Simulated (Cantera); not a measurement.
# Thermodynamics of nitride etching, feed BN + HF

Input: 1 mol BN, 18 mol HF, held at 7.50 Torr.

Method: chemical equilibrium by Gibbs-energy minimisation in Cantera with the NASA 1993 tables (ideal gas, pure condensed phases). Candidate condensed phases: B, BN; 31 gas species. The tables' values for BF₂ are old estimates; treat these amounts as uncertain. Equilibrium is a limit: real reactors are often held back by kinetics, nucleation or transport.

```tsv
T (K)	log p HF	log p H₂	log p BF₃	log p N₂	log p H
1375	-2.08	-3.08	-3.26	-3.56	-7.00
1425	-2.08	-3.08	-3.26	-3.56	-6.71
1475	-2.08	-3.08	-3.26	-3.56	-6.43
1525	-2.08	-3.08	-3.26	-3.56	-6.17
1575	-2.08	-3.08	-3.26	-3.56	-5.92
1625	-2.08	-3.08	-3.26	-3.56	-5.69
1675	-2.08	-3.08	-3.26	-3.56	-5.48
1725	-2.08	-3.08	-3.26	-3.56	-5.27
1775	-2.08	-3.08	-3.26	-3.56	-5.08
1825	-2.08	-3.08	-3.26	-3.56	-4.90
1875	-2.08	-3.09	-3.26	-3.56	-4.73
1925	-2.08	-3.09	-3.27	-3.56	-4.56
1975	-2.08	-3.10	-3.27	-3.56	-4.41
```
log p: log10 of the partial pressure in bar; nothing condenses.

From 1375 K to 1975 K nothing is condensed. The main B-bearing gas is BF₃ throughout.
